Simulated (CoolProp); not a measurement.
R245fa at 324.43 K and 0.67 MPa flows at 0.38 m/s in a round tube of 12.7 mm bore and 15 µm roughness, fully developed (64/Re and Nu = 3.66 if laminar; Colebrook and Gnielinski if turbulent). Each further row changes one setting.

Values from CoolProp's reference Helmholtz-energy equation of state, Akasaka 2015.

```csv
case,Reynolds number,Darcy friction factor,pressure drop (Pa/m),heat-transfer coefficient (W/(m² K)),mass flow (kg/h)
as stated,20800,0.0281,202,930,219
velocity 0.76 m/s,41700,0.0251,722,1760,438
diameter 25.4 mm,41700,0.0236,84.7,841,877
```

Viscosity comes from a separate model (Bell 2016), an estimate that may be off by 10 % or more. Thermal conductivity comes from a separate model (Huber 2003), an estimate that may be off by 10 % or more.
